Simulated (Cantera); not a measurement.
Charge: 1 mol CuO, 0.52 mol CO, 2.6 mol H2, equilibrated at 0.100 bar.

Method: chemical equilibrium by Gibbs-energy minimisation in Cantera with the NASA 1993 tables (ideal gas, pure condensed phases). Candidate condensed phases: C, C6H6, C7H8, C8H18, Cu, CuO, Cu(OH)2, Cu2O, H2O; 113 gas species. Equilibrium is a limit: real reactors are often held back by kinetics, nucleation or transport. All values below are at 2400 K.

Base state: H2 0.380, Cu 0.237, H2O 0.224, CO 0.113, H 0.0310, CO2 0.0113, OH 0.00336, Cu2 0.000752 (mole fractions); condensed: gas only.

Problem. What changes in the equilibrium state with this change: pressure from 0.100 bar to 0.0133 bar?

Solution. 
| species | before | after |
|---|---|---|
| H2 | 0.380 | 0.347 |
| Cu | 0.237 | 0.231 |
| H2O | 0.224 | 0.209 |
| H | 0.0310 | 0.0812 |
| CO | 0.113 | 0.109 |
| CO2 | 0.0113 | 0.0111 |
| Cu2 | 0.000752 | 9.52e-5 |
| O2 | 4.48e-5 | 0.000350 |
| O | 0.000184 | 0.00141 |

Problem. What changes in the equilibrium state with this change: H2 from 2.6 to 9.1 mol?

Solution. 
| species | before | after |
|---|---|---|
| H2 | 0.380 | 0.726 |
| Cu | 0.237 | 0.0919 |
| H2O | 0.224 | 0.0901 |
| CO2 | 0.0113 | 0.000985 |
| CO | 0.113 | 0.0469 |
| H | 0.0310 | 0.0429 |
| O2 | 4.48e-5 | 1.98e-6 |
| CuO | 3.87e-5 | 3.16e-6 |
| Cu2 | 0.000752 | 0.000113 |
